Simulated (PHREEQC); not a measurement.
Synthetic water in mmol/kgw, 25 °C, pH 3.11, pe 12.1: Na 49.2; K 6.3; Ca 5.56; Mg 10.8; Cl 24.5; S(6) 34.1; Mn(2) 0.0235; Al 0.0164; Si 0.158; Pb 0.777; Cu(2) 0.0441.

Cl is adjusted to close the charge balance.
Valence states are taken as typed.

Computed with PHREEQC (ion-association model, phreeqc.dat).

This is a speciation only: nothing precipitates in the calculation.

### Question
Order these Cu species by the share of Cu that they hold, largest first: Cu+2, CuCl+, CuSO4.

### Answer
Cu+2 (59 %), CuSO4 (40 %), CuCl+ (1.5 %)

### Question
Order these Mn species by the share of Mn that they hold, largest first: MnCl+, Mn+2, MnSO4.

### Answer
Mn+2 (62 %), MnSO4 (36 %), MnCl+ (2.3 %)

The pH is 3.11 and the ionic strength 0.107 mol/kgw. The solution is supersaturated, for example in Anglesite, Quartz (slow to form), so a real one may precipitate; this is no full list.
